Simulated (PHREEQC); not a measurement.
1 kg of water holding 0.053 mol NaOH, 0.0077 mol NaCl, 0.0038 mol Na2CO3 and 0.11 mol Na2SO4 is evaporated at 25 °C; the solids stay in contact with the brine. CO2 is held at log p = -3.4 (atm). Solids allowed: Burkeite, Halite, Mirabilite, Nahcolite, Natron, Thenardite, Trona. Others were left out.

All values are PHREEQC results (Pitzer model, pitzer.dat), not measurements.

```
water left (kg)  ionic strength  water activity  Mirabilite (mol)  Trona (mol)  Cl in solution (mol/kgw)  C in solution (mol/kgw)
---------------  --------------  --------------  ----------------  -----------  ------------------------  -----------------------
1                         0.414           0.994                 0            0                   0.00770                   0.0449
0.8221                    0.505           0.992                 0            0                   0.00937                   0.0534
0.6758                    0.616           0.991                 0            0                    0.0114                   0.0635
0.5555                    0.751           0.989                 0            0                    0.0139                   0.0755
0.4566                    0.915           0.987                 0            0                    0.0169                   0.0899
0.3753                     1.12             ___                 0            0                    0.0205                    0.107
0.3086                     1.36           0.982                 0            0                    0.0250                    0.128
0.2537                     1.66           0.978                 0            0                    0.0304                    0.153
0.2086                     2.02           0.974                 0            0                    0.0369                    0.182
0.1715                     2.46           0.969                 0            0                    0.0449                      ___
0.141                      2.99           0.963                 0            0                    0.0546                    0.262
0.116                      3.64           0.956                 0            0                    0.0664                    0.314
0.0954                      ___           0.947                 0            0                    0.0807                    0.377
0.07847                    5.39           0.936                 0            0                    0.0981                    0.454
0.06456                     ___             ___                 0            0                     0.119                      ___
0.04954                    7.35           0.911            0.0200            0                     0.155                    0.705
0.03523                    8.02           0.899            0.0473            0                     0.219                    0.976
0.02371                    9.26           0.878            0.0685            0                     0.325                     1.43
0.01455                    11.4           0.836            0.0837      0.00192                     0.529                      ___
0.006015                   11.1           0.816            0.0993       0.0141                      1.28                     1.70
```

Problem. Fill in the missing entries.

Solution. 
- 0.3753, water activity: 0.985
- 0.1715, C in solution (mol/kgw): 0.218
- 0.0954, ionic strength: 4.43
- 0.06456, ionic strength: 6.56
- 0.06456, water activity: 0.922
- 0.06456, C in solution (mol/kgw): 0.548
- 0.01455, C in solution (mol/kgw): 2.09
